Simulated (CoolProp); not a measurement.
Vapour-liquid equilibrium of p-xylene (1) + n-nonane (2) at 0.00134 MPa; x and y are mole fractions of (1).

Values from CoolProp's multi-fluid Helmholtz-energy mixture model, Zhou 2012 and Lemmon 2006; pair parameters Bell 2016.

Q: Give the bubble temperature and the first vapour's composition at x = 0.5, 0.575, 0.8. Is there an azeotrope?

A: x = 0.5: 305.0 K, y = 0.657; x = 0.575: 304.3 K, y = 0.719; x = 0.8: 302.1 K, y = 0.881. No azeotrope shows between x = 0.05 and 0.95.

The pair parameters rest on a limited set of measurements; away from them the model extrapolates.
